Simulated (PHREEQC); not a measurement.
Consider water at 73 °C with 0.0014 mol/kgw NaNO3. Closed to the air; pH follows from the charge balance.

Equilibrium calculation in PHREEQC: ion-association model, wateq4f.dat.

```yaml
ionic_strength: 0.00140 mol/kgw
```

| species | molality | activity | log γ |
|---|---|---|---|
| NO3- | 0.00140 | 0.00134 | -0.020 |
| Na+ | 0.00140 | 0.00134 | -0.020 |
| H+ | 4.41e-7 | 4.22e-7 | -0.019 |
| OH- | 4.41e-7 | 4.21e-7 | -0.020 |

This is a speciation only: nothing precipitates in the calculation. Constants without temperature data keep their 25 °C values here.
